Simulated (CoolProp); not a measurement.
Ethane along the isotherm 271.1 K: Z from the reference equation and from simpler models built on Tc = 305.3 K, pc = 4872 kPa, ω = 0.099; each cubic takes its own stable root.

The numbers come from the reference Helmholtz-energy equation of state, Bücker 2006 in CoolProp.

```
p (kPa)   phase  reference
-------  ------  ---------
2440     liquid    0.08013
4870     liquid     0.1552
7310     liquid     0.2278
9740     liquid     0.2980
12200    liquid     0.3674
14600    liquid     0.4338
17100    liquid     0.5018
19500    liquid     0.5662
21900    liquid     0.6296
24400    liquid     0.6949
```

Problem. How far does each simpler model (van der Waals, Redlich-Kwong, Soave-Redlich-Kwong, Peng-Robinson) lie from the reference over these 10 states: mean and median of the absolute difference, and the worst?

Solution. 
- van der Waals: mean 120.7 %, median 41.2 %, worst +829.4 % at 271.1 K and 2440 kPa
- Redlich-Kwong: mean 7.2 %, median 6.2 %, worst +14.4 % at 271.1 K and 2440 kPa
- Soave-Redlich-Kwong: mean 6.2 %, median 5.4 %, worst +12.1 % at 271.1 K and 2440 kPa
- Peng-Robinson: mean 5.5 %, median 6.1 %, worst -7.8 % at 271.1 K and 24400 kPa

At some of these states van der Waals gives the other phase, because its saturation line lies elsewhere.
